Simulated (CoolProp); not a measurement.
Values from CoolProp's reference Helmholtz-energy equation of state, Schroeder 2014.

Q: Give the vapour pressure (bar), liquid density (kg/m³), liquid cp (kJ/(kg K)), liquid conductivity (mW/(m K)) of saturated ethanol at 254.5, 310.7 K.

A: 
```
T (K)  p (bar)  liquid density (kg/m³)  liquid cp (kJ/(kg K))  liquid conductivity (mW/(m K))
-----  -------  ----------------------  ---------------------  ------------------------------
254.5  0.00387                     822                   2.15                             174
310.7    0.157                     774                   2.54                             161
```

Thermal conductivity comes from a separate model (Assael 2013).
